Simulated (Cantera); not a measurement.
A perfectly stirred reactor is fed with CH₄ : H₂ : N₂ = 0.0095 : 1 : 0.00037 (molar parts), at 1330 Pa; it is held at 2400 K, and followed from long to short residence time.

Model: GRI-Mech 3.0 (53 species, 325 reactions), integrated in Cantera. GRI-Mech 3.0 stops at C3 and has no aromatics, soot or wall deposition, so with more carbon than oxygen in the feed, carbon stays in small species such as C2H2 where larger ones or solid carbon would form. Radical loss at walls, strong at low pressure, is not modelled.

One state of this run: x CH₄ = 0.00632; x H₂ = 0.979; x C₂H₆ = 1.69e-7; x H = 0.0124; x C₂H₂ = 0.000734. x: mole fraction; the columns are a selection and need not sum to one.

Problem. Which value of τ (s) does it belong to?
A. 0.015
B. 0.00073
C. 0.0033
D. 1.3

Solution. C, 0.0033
